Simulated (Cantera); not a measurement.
Cantera run:

```python
import numpy as np
import cantera as ct

gas_names = """
    F FO FO2 F2 F2O Mg MgF MgF2 MgO Mg2 Mg2F4 O O2 O3
""".split()
cond_names = """
    Mg(cr) Mg(L) MgF2(s) MgF2(L) MgO(s) MgO(L)
""".split()


# ... load() reads the species with a 1 bar reference pressure and builds the phases ...
atoms = {
    'MgO': {'Mg': 1, 'O': 1},
    'F2': {'F': 2},
}
top_T = {}  # K; cautious upper limits of use, not melting points


# ... equilibrate(T, P, feed) seeds the gas with the atoms and calls Mixture.equilibrate('TP', solver="vcs", rtol=1e-11, max_steps=5000) ...
results = []
feed = {'MgO': 1, 'F2': 0.7}  # mol
P = 13332.2  # Pa
for T in [1225, 1275, 1325, 1375, 1425, 1475, 1525, 1575, 1625, 1675, 1725, 1775, 1825, 1875]:
    mix = equilibrate(T, P, feed)
    results.append((T, P, feed, dict(zip(mix.species_names, mix.species_moles))))
    x = sorted(zip(gas.X, gas.species_names), reverse=True)
    print(f"T = {T:g} K  P = {P:g} Pa  gas = {mix.phase_moles(0):.4g} mol")
    print("   x: " + "  ".join(f"{s} {v:.3e}" for v, s in x if v > 0.001))
    print("   condensed (mol): " + ("  ".join(f"{mix.phase(i).name} {mix.phase_moles(i):.4g}"
          for i in range(1, mix.n_phases) if mix.phase_moles(i) > 1e-12) or "none"))
```

Result:

```
T = 1225 K  P = 13332.2 Pa  gas = 0.35 mol
   x: O2 1.000e+00
   condensed (mol): MgF2(s) 0.7  MgO(s) 0.3
T = 1275 K  P = 13332.2 Pa  gas = 0.35 mol
   x: O2 1.000e+00
   condensed (mol): MgF2(s) 0.7  MgO(s) 0.3
T = 1325 K  P = 13332.2 Pa  gas = 0.35 mol
   x: O2 1.000e+00
   condensed (mol): MgF2(s) 0.7  MgO(s) 0.3
T = 1375 K  P = 13332.2 Pa  gas = 0.35 mol
   x: O2 1.000e+00
   condensed (mol): MgF2(s) 0.7  MgO(s) 0.3
T = 1425 K  P = 13332.2 Pa  gas = 0.35 mol
   x: O2 9.999e-01
   condensed (mol): MgF2(s) 0.7  MgO(s) 0.3
T = 1475 K  P = 13332.2 Pa  gas = 0.3501 mol
   x: O2 9.997e-01
   condensed (mol): MgF2(s) 0.6999  MgO(s) 0.3
T = 1525 K  P = 13332.2 Pa  gas = 0.3502 mol
   x: O2 9.993e-01
   condensed (mol): MgF2(s) 0.6998  MgO(s) 0.3
T = 1575 K  P = 13332.2 Pa  gas = 0.3505 mol
   x: O2 9.985e-01  MgF2 1.516e-03
   condensed (mol): MgF2(L) 0.6995  MgO(s) 0.3
T = 1625 K  P = 13332.2 Pa  gas = 0.3511 mol
   x: O2 9.968e-01  MgF2 3.130e-03
   condensed (mol): MgF2(L) 0.6989  MgO(s) 0.3
T = 1675 K  P = 13332.2 Pa  gas = 0.3522 mol
   x: O2 9.937e-01  MgF2 6.165e-03
   condensed (mol): MgF2(L) 0.6978  MgO(s) 0.3
T = 1725 K  P = 13332.2 Pa  gas = 0.3542 mol
   x: O2 9.882e-01  MgF2 1.163e-02
   condensed (mol): MgF2(L) 0.6959  MgO(s) 0.3
T = 1775 K  P = 13332.2 Pa  gas = 0.3576 mol
   x: O2 9.786e-01  MgF2 2.109e-02
   condensed (mol): MgF2(L) 0.6924  MgO(s) 0.3
T = 1825 K  P = 13332.2 Pa  gas = 0.3635 mol
   x: O2 9.626e-01  MgF2 3.689e-02
   condensed (mol): MgF2(L) 0.6866  MgO(s) 0.3
T = 1875 K  P = 13332.2 Pa  gas = 0.3735 mol
   x: O2 9.368e-01  MgF2 6.242e-02
   condensed (mol): MgF2(L) 0.6766  MgO(s) 0.3
```

Cantera equilibrium calculation (NASA polynomials, part measured and part estimated; ideal gas, pure solids and liquids). Mutual solubility and eutectic melting of coexisting phases are not modelled.
